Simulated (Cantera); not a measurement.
A closed system holds: 1 mol CH₃Cl, 2.5 mol H₂, held at 425 °C and 72.8 Torr.

Method: chemical equilibrium by Gibbs-energy minimisation in Cantera with the NASA 1993 tables (ideal gas, pure condensed phases). Candidate condensed phases: C, C₆H₆, C₇H₈, C₈H₁₈; 91 gas species. Equilibrium is a limit: real reactors are often held back by kinetics, nucleation or transport.

Base state: H₂ 0.507, HCl 0.271, CH₄ 0.221 (mole fractions); condensed: C(graphite).

Task: What changes in the equilibrium state with this change: temperature from 425 °C to 1225 °C?

Result: 
```csv
species,before,after
H₂,0.507,0.778
HCl,0.271,0.222
CH₄,0.221,0.000152
H,<1e-9,4.87e-5
Cl,<1e-9,1.12e-5
"C(graphite), mol",0.184,0.999
```
